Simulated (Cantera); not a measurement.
Feed: 1 mol B₂H₆, 0.14 mol O₂, 4.3 mol H₂, at 2200 Pa.

Method: chemical equilibrium by Gibbs-energy minimisation in Cantera with the NASA 1993 tables (ideal gas, pure condensed phases). Candidate condensed phases: B, B₂O₃, B₃O₃H₃, H₂O; 23 gas species. The feed counts by its element totals alone. Mutual solubility and eutectic melting of coexisting phases are not modelled. Equilibrium is a limit: real reactors are often held back by kinetics, nucleation or transport.

At 802 °C, list the 3 most abundant gas species with their mole fractions, and the condensed phases.

H₂ 0.999, B₃O₃H₃ 0.000959, HBO 3.55e-5. Condensed: B(s) + B₂O₃(l).
